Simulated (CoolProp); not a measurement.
Properties of decamethylcyclopentasiloxane (D5) along the isotherm 44.85 °C.

Computed with CoolProp (reference Helmholtz-energy equation of state, Thol 2019).

```
p (bar)   phase  density (kg/m³)  cv (kJ/(kg K))  speed of sound (m/s)
-------  ------  ---------------  --------------  --------------------
6.74     liquid            933.5           1.470                 867.7
13.5     liquid            934.5           1.470                 872.8
20.2     liquid            935.6           1.471                 877.9
26.9     liquid            936.6           1.471                 882.8
33.7     liquid            937.6           1.471                 887.8
40.4     liquid            938.6           1.471                 892.7
47.1     liquid            939.6           1.472                 897.5
53.9     liquid            940.6           1.472                 902.3
60.6     liquid            941.5           1.472                 907.0
67.4     liquid            942.5           1.473                 911.7
74.1     liquid            943.4           1.473                 916.3
80.8     liquid            944.4           1.473                 920.9
87.6     liquid            945.3           1.473                 925.5
94.3     liquid            946.2           1.474                 929.9
101      liquid            947.1           1.474                 934.4
108      liquid            948.1           1.474                 938.9
```
